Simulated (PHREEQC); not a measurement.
## Copper plating or etch bath: an equilibrium model

A solution holds 37 mmol/kgw CuSO4, at 20 °C. Closed to the air; pH follows from the charge balance.

All values are PHREEQC results (ion-association model, wateq4f.dat), not measurements.

Each row changes one thing in this solution. No solid was allowed to form.

| case | pH | ionic strength (mol/kgw) | SO4-2 (mol/kgw) | HSO4- (mol/kgw) |
|---|---|---|---|---|
| as made | 4.73 | 0.0874 | 0.0219 | 1.77e-5 |
| CuSO4 from 0.037 to 0.0555 mol/kgw | [?] | 0.124 | 0.0311 | 2.67e-5 |
| diluted 10-fold with water | 5.12 | 0.0118 | 0.00296 | 1.42e-6 |
| CuSO4 replaced by MnSO4 at the same molality | 6.50 | 0.0935 | 0.0234 | [?] |
| diluted 100-fold with water | 5.53 | 0.00141 | 0.000352 | 8.00e-8 |
| CuSO4 replaced by Fe2(SO4)3 at the same molality | 2.62 | 0.129 | 0.0307 | 0.00295 |

Task: Fill in the missing entries.

Result: 
- CuSO4 from 0.037 to 0.0555 mol/kgw, pH: 4.67
- CuSO4 replaced by MnSO4 at the same molality, HSO4- (mol/kgw): 3.13e-7

Species that the database lacks are ignored. Some of these states are supersaturated (in Antlerite, Brochantite, Hematite (slow to form), for instance).
